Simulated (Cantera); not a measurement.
# Adiabatic ignition

An adiabatic, constant-volume homogeneous reactor starts with H2 : O2 : N2 = 1 : 0.238 : 2.86 (molar parts), at 1150 K and 2.60 bar.

Cantera simulation using the H2/O2 subset of GRI-Mech 3.0, which has no nitrogen chemistry; the numbers are that mechanism's predictions, not measurements. The hydrogen kinetics of GRI-Mech 3.0 are dated; newer H2 mechanisms differ, most at raised pressure.

| t (s) | T (K) | P (bar) | x H2 | x O2 | x H2O | x HO2 | x H |
|---|---|---|---|---|---|---|---|
| 8.00e-6 | 1150 | 2.60 | 0.244 | 0.0581 | 1.91e-8 | 1.71e-8 | 1.60e-8 |
| 2.32e-5 | 1150 | 2.60 | 0.244 | 0.0581 | 7.81e-7 | 4.01e-7 | 3.96e-7 |
| 6.70e-5 | 1328 | 2.98 | 0.203 | 0.0405 | 0.0341 | 5.90e-5 | 0.0163 |
| 0.000194 | 2182 | 4.66 | 0.134 | 3.90e-6 | 0.123 | 9.92e-9 | 0.00383 |
| 0.000561 | 2204 | 4.70 | 0.135 | 4.39e-7 | 0.123 | 7.11e-10 | 0.00130 |
| 0.00162 | 2206 | 4.70 | 0.135 | 2.54e-7 | 0.123 | 3.60e-10 | 0.00100 |
| 0.00470 | 2206 | 4.70 | 0.135 | 2.52e-7 | 0.123 | 3.57e-10 | 0.000998 |
| 0.0136 | 2206 | 4.70 | 0.135 | 2.52e-7 | 0.123 | 3.57e-10 | 0.000998 |
| 0.0394 | 2206 | 4.70 | 0.135 | 2.52e-7 | 0.123 | 3.57e-10 | 0.000998 |
| 0.114 | 2206 | 4.70 | 0.135 | 2.52e-7 | 0.123 | 3.57e-10 | 0.000998 |
| 0.330 | 2206 | 4.70 | 0.135 | 2.52e-7 | 0.123 | 3.57e-10 | 0.000998 |
| 0.955 | 2206 | 4.70 | 0.135 | 2.52e-7 | 0.123 | 3.57e-10 | 0.000998 |
| 2.76 | 2206 | 4.70 | 0.135 | 2.52e-7 | 0.123 | 3.57e-10 | 0.000998 |
| 8.00 | 2206 | 4.70 | 0.135 | 2.52e-7 | 0.123 | 3.57e-10 | 0.000998 |
x: mole fraction; the columns are a selection and need not sum to one.

```json
{
  "time_of_steepest_temperature_rise": "69.1 µs",
  "temperature at 8.00 s": "2206 K",
  "equilibrium_temperature": "2206 K",
  "x(H2) at 8.00 s": "0.135 (gas-phase equilibrium 0.135)",
  "x(O2) at 8.00 s": "2.52e-7 (gas-phase equilibrium 2.52e-7)",
  "x(H2O) at 8.00 s": "0.123 (gas-phase equilibrium 0.123)"
}
```
